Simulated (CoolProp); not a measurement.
Properties of fluorine at several states.

Model: reference Helmholtz-energy equation of state, de Reuck 1990, in CoolProp.

| T (K) | p (MPa) | phase | Z | cp (kJ/(kg K)) | speed of sound (m/s) | isothermal compressibility (1/MPa) | expansivity (1/kK) |
|---|---|---|---|---|---|---|---|
| 133.9 | 1.04 | gas | 0.9113 | 0.9100 | 192.7 | 1.063 | 9.926 |
| 68 | 5.21 | liquid | 0.2156 | 1.470 | 1021 | 0.001001 | 3.793 |
| 135 | 0.253 | gas | 0.9802 | 0.7974 | 201.1 | 4.034 | 7.885 |
| 285.8 | 0.987 | gas | 0.9949 | 0.8283 | 292.3 | 1.018 | 3.593 |
| 147.2 | 0.0759 | gas | 0.9955 | 0.7755 | 211.7 | 13.23 | 6.890 |
